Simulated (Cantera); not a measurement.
Input (Python, Cantera) and output of one run.

```python
import numpy as np
import cantera as ct

gas_names = """
    F F2 H HF H2 H2F2 H3F3 H4F4 H5F5 H6F6 H7F7 Si SiF SiF2 SiF3 SiF4 SiH SiHF3 SiH2 SiH2F2 SiH3 SiH3F
    SiH4 Si2 Si3
""".split()
cond_names = """
    Si(cr) Si(L)
""".split()


def load(file, names, dense=False):
    # The tables refer to 1 bar. Condensed volumes are neglected.
    table = {s.name: s for s in ct.Species.list_from_file(file)}
    out = []
    for n in names:
        d = dict(table[n].input_data)
        d["thermo"] = dict(d["thermo"], **{"reference-pressure": 1e5})
        if dense:
            d["equation-of-state"] = {"model": "constant-volume", "density": "1e6 g/cm^3"}
        out.append(ct.Species.from_dict(d))
    return out


gas = ct.Solution(thermo="ideal-gas", species=load("nasa_gas.yaml", gas_names))
cond = {s.name: ct.Solution(thermo="fixed-stoichiometry", species=[s], name=s.name)
        for s in load("nasa_condensed.yaml", cond_names, dense=True)}
atoms = {
    'Si': {'Si': 1},
    'F2': {'F': 2},
    'H2': {'H': 2},
}
top_T = {}  # K; cautious upper limits of use, not melting points


def equilibrate(T, P, feed):
    n = {}
    for name, mol in feed.items():
        for a, k in atoms[name].items():
            n[a] = n.get(a, 0.0) + k * mol
    gas.TPX = T, P, n
    mass = sum(n.values()) * gas.mean_molecular_weight
    gas.equilibrate("TP")
    valid = [c for c in cond.values() if c.min_temp <= T <= top_T.get(c.name, c.max_temp)]
    mix = ct.Mixture([(gas, mass / gas.mean_molecular_weight)] + [(c, 0.0) for c in valid])
    mix.T, mix.P = T, P
    mix.equilibrate("TP", solver="vcs", rtol=1e-11, max_steps=5000)
    return mix


results = []
T = 1498  # K
P = 100000  # Pa
for m in [4, 5.2, 6.7, 8.7, 11, 15, 19, 25, 32, 42, 54, 71, 92]:
    feed = {'Si': 1, 'F2': 6.5, 'H2': m}  # mol
    mix = equilibrate(T, P, feed)
    results.append((T, P, feed, dict(zip(mix.species_names, mix.species_moles))))
    x = sorted(zip(gas.X, gas.species_names), reverse=True)
    print(f"T = {T:g} K  P = {P:g} Pa  n(H2) = {m:g} mol  gas = {mix.phase_moles(0):.4g} mol")
    print("   x: " + "  ".join(f"{s} {v:.3e}" for v, s in x if v > 1e-06))
    print("   condensed (mol): " + ("  ".join(f"{mix.phase(i).name} {mix.phase_moles(i):.4g}"
          for i in range(1, mix.n_phases) if mix.phase_moles(i) > 1e-12) or "none"))
```

Output:

```
T = 1498 K  P = 100000 Pa  n(H2) = 4 mol  gas = 9.987 mol
   x: HF 8.010e-01  SiF4 1.001e-01  F 9.753e-02  F2 1.303e-03  H2F2 8.259e-06
   condensed (mol): none
T = 1498 K  P = 100000 Pa  n(H2) = 5.2 mol  gas = 10.7 mol
   x: HF 8.411e-01  SiF4 9.345e-02  H2 6.541e-02  H2F2 9.107e-06  SiF3 8.943e-06  H 4.395e-06  SiHF3 3.516e-06
   condensed (mol): none
T = 1498 K  P = 100000 Pa  n(H2) = 6.7 mol  gas = 12.2 mol
   x: HF 7.377e-01  H2 1.803e-01  SiF4 8.194e-02  SiF3 1.485e-05  SiHF3 9.690e-06  H 7.297e-06  H2F2 7.005e-06
   condensed (mol): none
T = 1498 K  P = 100000 Pa  n(H2) = 8.7 mol  gas = 14.2 mol
   x: HF 6.338e-01  H2 2.957e-01  SiF4 7.039e-02  SiF3 1.901e-05  SiHF3 1.589e-05  H 9.345e-06  H2F2 5.171e-06
   condensed (mol): none
T = 1498 K  P = 100000 Pa  n(H2) = 11 mol  gas = 16.5 mol
   x: HF 5.455e-01  H2 3.939e-01  SiF4 6.056e-02  SiF3 2.193e-05  SiHF3 2.116e-05  H 1.079e-05  H2F2 3.830e-06
   condensed (mol): none
T = 1498 K  P = 100000 Pa  n(H2) = 15 mol  gas = 20.5 mol
   x: H2 5.121e-01  HF 4.391e-01  SiF4 4.873e-02  SiHF3 2.750e-05  SiF3 2.500e-05  H 1.230e-05  H2F2 2.481e-06
   condensed (mol): none
T = 1498 K  P = 100000 Pa  n(H2) = 19 mol  gas = 24.5 mol
   x: H2 5.918e-01  HF 3.674e-01  SiF4 4.076e-02  SiHF3 3.176e-05  SiF3 2.686e-05  H 1.322e-05  H2F2 1.737e-06
   condensed (mol): none
T = 1498 K  P = 100000 Pa  n(H2) = 25 mol  gas = 30.5 mol
   x: H2 6.721e-01  HF 2.951e-01  SiF4 3.272e-02  SiHF3 3.605e-05  SiF3 2.861e-05  H 1.409e-05  H2F2 1.121e-06
   condensed (mol): none
T = 1498 K  P = 100000 Pa  n(H2) = 32 mol  gas = 37.5 mol
   x: H2 7.333e-01  HF 2.401e-01  SiF4 2.660e-02  SiHF3 3.930e-05  SiF3 2.986e-05  H 1.471e-05
   condensed (mol): none
T = 1498 K  P = 100000 Pa  n(H2) = 42 mol  gas = 47.5 mol
   x: H2 7.894e-01  HF 1.895e-01  SiF4 2.098e-02  SiHF3 4.227e-05  SiF3 3.095e-05  H 1.527e-05
   condensed (mol): none
T = 1498 K  P = 100000 Pa  n(H2) = 54 mol  gas = 59.5 mol
   x: H2 8.318e-01  HF 1.513e-01  SiF4 1.673e-02  SiHF3 4.449e-05  SiF3 3.174e-05  H 1.567e-05
   condensed (mol): none
T = 1498 K  P = 100000 Pa  n(H2) = 71 mol  gas = 76.5 mol
   x: H2 8.692e-01  HF 1.177e-01  SiF4 1.299e-02  SiHF3 4.641e-05  SiF3 3.239e-05  H 1.602e-05
   condensed (mol): none
T = 1498 K  P = 100000 Pa  n(H2) = 92 mol  gas = 97.5 mol
   x: H2 8.973e-01  HF 9.239e-02  SiF4 1.018e-02  SiHF3 4.782e-05  SiF3 3.284e-05  H 1.628e-05
   condensed (mol): none
```

Method: chemical equilibrium by Gibbs-energy minimisation in Cantera with the NASA 1993 tables (ideal gas, pure condensed phases). The tables' values for SiF3 are old estimates; treat these amounts as uncertain.
